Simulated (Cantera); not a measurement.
Input: 1 mol BN, 7.2 mol H2, at 1725 K and 9.90 Pa.

Method: chemical equilibrium by Gibbs-energy minimisation in Cantera with the NASA 1993 tables (ideal gas, pure condensed phases). Candidate condensed phases: B, BN; 15 gas species. Mutual solubility and eutectic melting of coexisting phases are not modelled. The tables' values for BH2 are old estimates; treat these amounts as uncertain. Equilibrium is a limit: real reactors are often held back by kinetics, nucleation or transport.

Base state: H2 0.971, H 0.0184, N2 0.0101, BH2 7.23e-5 (mole fractions); condensed: B(s) + BN(s).

**Question.** What changes in the equilibrium state with this change: pressure from 9.90 Pa to 0.100 bar?

**Answer.** 
| species | before | after |
|---|---|---|
| H2 | 0.971 | 0.999 |
| H | 0.0184 | 0.000587 |
| BH2 | 7.23e-5 | 4.70e-5 |
| N2 | 0.0101 | 2.51e-5 |
| B(s), mol | 0.148 | 0 |
| BN(s), mol | 0.851 | 1.000 |

**Question.** What changes in the equilibrium state with this change: pressure from 9.90 Pa to 4.00 bar?

**Answer.** 
| species | before | after |
|---|---|---|
| H2 | 0.971 | 1.000 |
| H | 0.0184 | 9.29e-5 |
| BH2 | 7.23e-5 | 1.26e-5 |
| N2 | 0.0101 | 8.73e-6 |
| B(s), mol | 0.148 | 0 |
| BN(s), mol | 0.851 | 1.000 |

**Question.** What changes in the equilibrium state with this change: temperature from 1725 K to 1648.15 K?

**Answer.** 
```
species      before    after
----------  -------  -------
H2            0.971    0.989
H            0.0184  0.00891
N2           0.0101  0.00200
BH2         7.23e-5  3.94e-5
B(s), mol     0.148   0.0288
BN(s), mol    0.851    0.971
```
